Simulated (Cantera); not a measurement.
Charge: 1 mol MgO, 1.9 mol NF3, 30 mol H2, at 925 °C and 10.0 Torr.

These are equilibrium values from Cantera (NASA tables, ideal gas, pure condensed phases), not measurements of a reactor. Candidate condensed phases: H2O, Mg, MgF2, MgO, Mg(OH)2; 50 gas species. The numbers say what is thermodynamically allowed, not how fast it happens.

Base state: H2 0.828, HF 0.113, H2O 0.0305, N2 0.0290 (mole fractions); condensed: MgF2(s).

**Question.** What changes in the equilibrium state with this change: temperature from 925 °C to 1077 °C?

**Answer.** 
```
species        before     after
------------  -------  --------
H2              0.828     0.820
HF              0.113     0.130
N2             0.0290    0.0287
H2O            0.0305    0.0208
MgF2          2.13e-6  0.000150
H             1.50e-6   1.87e-5
MgF2(s), mol    1.000     0.685
MgO(s), mol         0     0.310
```
Mutual solubility and eutectic melting of coexisting phases are not modelled.
